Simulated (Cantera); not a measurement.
A perfectly stirred reactor is fed with H2 : O2 : N2 : H2O = 0.0053 : 1 : 2.5 : 0.011 (molar parts), at 22.5 Torr; it is held at 1325 K, and followed from long to short residence time.

Model: GRI-Mech 3.0 (53 species, 325 reactions), integrated in Cantera. Radical loss at walls, strong at low pressure, is not modelled.

x: mole fraction; the columns are a selection and need not sum to one.

```
τ (s)        x H2   x O2      x NO     x N2O       x H    x H2O       x O
-------  --------  -----  --------  --------  --------  -------  --------
13        2.02e-6  0.284   1.47e-7   5.08e-8   7.18e-7  0.00460   8.05e-5
3.6       4.41e-6  0.284   8.87e-8   4.91e-8   2.36e-6  0.00458  0.000178
0.97      9.62e-6  0.284   4.69e-8       ___   7.15e-6  0.00454  0.000371
0.26      2.14e-5  0.283   2.04e-8       ___   1.76e-5  0.00450  0.000667
0.072     5.08e-5  0.283   6.69e-9       ___   3.11e-5  0.00443  0.000939
0.020    0.000138  0.283   1.59e-9       ___   4.13e-5  0.00432   0.00102
0.0053   0.000418  0.283  2.62e-10       ___   4.15e-5  0.00402  0.000820
0.0015    0.00115  0.284  1.04e-11  1.93e-10   1.40e-5  0.00339  0.000247
0.00039   0.00151  0.284    <1e-12    <1e-12  5.02e-10  0.00313   4.29e-9
0.00011   0.00151  0.284    <1e-12    <1e-12  2.48e-10  0.00313  6.66e-10
```

Task: Some entries are withheld; supply them.

Result: 
- 0.97, x N2O: 4.32e-8
- 0.26, x N2O: 3.36e-8
- 0.072, x N2O: 2.08e-8
- 0.020, x N2O: 8.77e-9
- 0.0053, x N2O: 2.17e-9
